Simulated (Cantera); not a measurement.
Charge: 1 mol TiO2, 3.1 mol C, 2.7 mol H2, 0.55 mol CH4, equilibrated at 1348.15 K and 4.00 bar.

Equilibrium computed with Cantera from the NASA thermochemical tables; the gas is ideal and each condensed phase is pure. Candidate condensed phases: C, C6H6, C7H8, C8H18, H2O, Ti, TiC, TiO, TiO2, Ti2O3, Ti3O5, Ti4O7; 113 gas species. Condensed phases not in the tables: Magnéli phases beyond Ti4O7. Rates play no part.

Base state: H2 0.917, CO 0.0616, CH4 0.0196, H2O 0.00132, CO2 4.52e-5 (mole fractions); condensed: C(graphite) + Ti4O7(s).

Problem. What changes in the equilibrium state with this change: TiO2 replaced by Fe3O4?

Solution. 
```csv
species,before,after
H2,0.917,0.477
CO,0.0616,0.474
H2O,0.00132,0.0318
CO2,4.52e-5,0.0161
CH4,0.0196,0.000880
"C(graphite), mol",3.33,0
"Ti4O7(s), mol",0.250,0
"Fe(γ), mol",0,3.00
```
Further candidate phases: Fe, Fe(CO)5, FeO, Fe(OH)2, Fe(OH)3, Fe2O3, Fe3O4.

Problem. What changes in the equilibrium state with this change: pressure from 4.00 bar to 0.390 bar?

Solution. 
```json
[
 {"species": "H2", "before": "0.917", "after": "0.917"},
 {"species": "CO", "before": "0.0616", "after": "0.0806"},
 {"species": "CH4", "before": "0.0196", "after": "0.00191"},
 {"species": "H2O", "before": "0.00132", "after": "0.000168"},
 {"species": "CO2", "before": "4.52e-5", "after": "7.55e-6"},
 {"species": "C(graphite), mol", "before": "3.33", "after": "3.31"},
 {"species": "Ti4O7(s), mol", "before": "0.250", "after": "0"},
 {"species": "Ti3O5(s), mol", "before": "0", "after": "0.333"}
]
```
